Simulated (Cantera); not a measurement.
**Halide evaporation, hydrolysis and transport: PbF2 + H2 + HF**

Input: 1 mol PbF2, 0.24 mol H2, 0.39 mol HF, at 698 K.

Equilibrium computed with Cantera from the NASA thermochemical tables; the gas is ideal and each condensed phase is pure. Candidate condensed phases: Pb, PbF2; 16 gas species. Rates play no part.

From 0.100 Pa to 1000 Pa the condensed part is Pb(l) + PbF2(s). From 10000 Pa to 100000 Pa the condensed part is PbF2(s). The main Pb-bearing gas is PbF4 throughout.

| P (Pa) | x HF | x H2 | x PbF4 | x Pb | x PbF2 | x H2F2 | x PbF | n Pb(l) | n PbF2(s) |
|---|---|---|---|---|---|---|---|---|---|
| 0.100 | 0.986 | 2.05e-5 | 0.0118 | 0.00102 | 0.000820 | 1.78e-10 | 6.28e-6 | 0.249 | 0.738 |
| 1 | 0.998 | 0.000210 | 0.00118 | 0.000102 | 8.20e-5 | 1.82e-9 | 6.28e-7 | 0.241 | 0.758 |
| 10 | 0.998 | 0.00210 | 0.000118 | 1.02e-5 | 8.20e-6 | 1.82e-8 | 6.28e-8 | 0.238 | 0.762 |
| 100 | 0.980 | 0.0202 | 1.18e-5 | 1.02e-6 | 8.20e-7 | 1.76e-7 | 6.28e-9 | 0.223 | 0.777 |
| 1000 | 0.848 | 0.152 | 1.18e-6 | 1.02e-7 | 8.20e-8 | 1.32e-6 | 6.28e-10 | 0.125 | 0.875 |
| 10000 | 0.619 | 0.381 | 2.50e-7 | 4.79e-9 | 8.20e-9 | 7.01e-6 | 4.31e-11 | 0 | 1.00 |
| 100000 | 0.619 | 0.381 | 2.50e-7 | 4.80e-11 | 8.20e-10 | 7.01e-5 | 1.36e-12 | 0 | 1.00 |
x: gas mole fraction; n: condensed amount in mol.
